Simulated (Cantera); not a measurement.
A closed system holds: 1 mol Al(CH3)3, 14 mol O2, 16 mol H2, held at 1750 K and 24.0 Pa.

Equilibrium computed with Cantera from the NASA thermochemical tables; the gas is ideal and each condensed phase is pure. Candidate condensed phases: Al, Al2O3, C, C6H6, C7H8, C8H18, H2O; 121 gas species. The feed counts by its element totals alone. The numbers say what is thermodynamically allowed, not how fast it happens.

Base state: H2O 0.838, CO2 0.117, H2 0.0168, O2 0.0115, CO 0.00852, OH 0.00568, H 0.00195, O 0.000517 (mole fractions); condensed: Al2O3(s).

### Question
What changes in the equilibrium state with this change: temperature from 1750 K to 1373.15 K?

### Answer
```json
[
 {"species": "H2O", "before": "0.838", "after": "0.871"},
 {"species": "CO2", "before": "0.117", "after": "0.127"},
 {"species": "H2", "before": "0.0168", "after": "0.000769"},
 {"species": "O2", "before": "0.0115", "after": "0.000471"},
 {"species": "O", "before": "0.000517", "after": "8.66e-7"},
 {"species": "H", "before": "0.00195", "after": "5.97e-6"},
 {"species": "OH", "before": "0.00568", "after": "0.000121"},
 {"species": "CO", "before": "0.00852", "after": "0.000232"},
 {"species": "Al2O3(s), mol", "before": "0.500", "after": "0.500"}
]
```

### Question
What changes in the equilibrium state with this change: O2 from 14 to 13 mol?

### Answer
```
species          before     after
-------------  --------  --------
H2O               0.838     0.806
CO2               0.117     0.100
H2               0.0168    0.0594
CO              0.00852    0.0268
O2               0.0115  0.000853
O              0.000517  0.000141
OH              0.00568   0.00291
Al2O3(s), mol     0.500     0.500
```

### Question
What changes in the equilibrium state with this change: O2 from 14 to 19 mol?

### Answer
| species | before | after |
|---|---|---|
| H2O | 0.838 | 0.705 |
| O2 | 0.0115 | 0.174 |
| CO2 | 0.117 | 0.103 |
| H2 | 0.0168 | 0.00364 |
| OH | 0.00568 | 0.0103 |
| CO | 0.00852 | 0.00192 |
| O | 0.000517 | 0.00201 |
| H | 0.00195 | 0.000906 |
| Al2O3(s), mol | 0.500 | 0.500 |
